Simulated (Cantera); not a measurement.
Charge: 1 mol Si, 0.93 mol NF₃, 46 mol H₂, held at 1325 K and 0.120 bar.

These are equilibrium values from Cantera (NASA tables, ideal gas, pure condensed phases), not measurements of a reactor. Candidate condensed phases: Si, Si₃N₄; 37 gas species. The tables' values for SiF₃, SiF₂ are old estimates; treat these amounts as uncertain. The numbers say what is thermodynamically allowed, not how fast it happens.

Base state: H₂ 0.978, SiF₄ 0.0133, N₂ 0.00560, HF 0.00163, SiHF₃ 0.000943, SiF₃ 0.000534, SiH₂F₂ 3.17e-5, SiF₂ 1.73e-5 (mole fractions); condensed: Si₃N₄(s).

**Question.** What changes in the equilibrium state with this change: NF₃ from 0.93 to 1.3 mol?

**Answer.** 
| species | before | after |
|---|---|---|
| H₂ | 0.978 | 0.964 |
| SiF₄ | 0.0133 | 0.0187 |
| N₂ | 0.00560 | 0.0132 |
| HF | 0.00163 | 0.00203 |
| SiH₂F₂ | 3.17e-5 | 2.78e-5 |
| SiF₂ | 1.73e-5 | 1.53e-5 |
| SiF₃ | 0.000534 | 0.000597 |
| SiHF₃ | 0.000943 | 0.00105 |
| Si₃N₄(s), mol | 0.101 | 0.00952 |
